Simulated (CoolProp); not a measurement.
Normal hydrogen along the isotherm -237.75 °C: Z from the reference equation and from simpler models built on Tc = -240.0 °C, pc = 1.296 MPa, ω = -0.219; each cubic takes its own stable root.

The numbers come from the reference Helmholtz-energy equation of state, Leachman 2009 in CoolProp.

| p (MPa) | phase | reference |
|---|---|---|
| 0.0102 | gas | 0.9979 |
| 0.016 | gas | 0.9966 |
| 0.0248 | gas | 0.9948 |
| 0.0387 | gas | 0.9918 |
| 0.0602 | gas | 0.9872 |
| 0.0938 | gas | 0.9800 |
| 0.146 | gas | 0.9687 |
| 0.227 | gas | 0.9506 |
| 0.354 | gas | 0.9214 |
| 0.551 | gas | 0.8732 |
| 0.859 | gas | 0.7889 |
| 1.34 | supercritical | 0.6156 |
| 2.08 | supercritical | 0.3275 |
| 3.24 | supercritical | 0.4154 |

Question: How far does each simpler model (van der Waals, Soave-Redlich-Kwong, Peng-Robinson) lie from the reference over these 14 states: mean and median of the absolute difference, and the worst?

Answer: 
- van der Waals: mean 3.8 %, median 0.3 %, worst +24.3 % at -237.75 °C and 3.24 MPa
- Soave-Redlich-Kwong: mean 1.1 %, median 0.3 %, worst +7.0 % at -237.75 °C and 2.08 MPa
- Peng-Robinson: mean 2.0 %, median 0.8 %, worst -7.4 % at -237.75 °C and 1.34 MPa
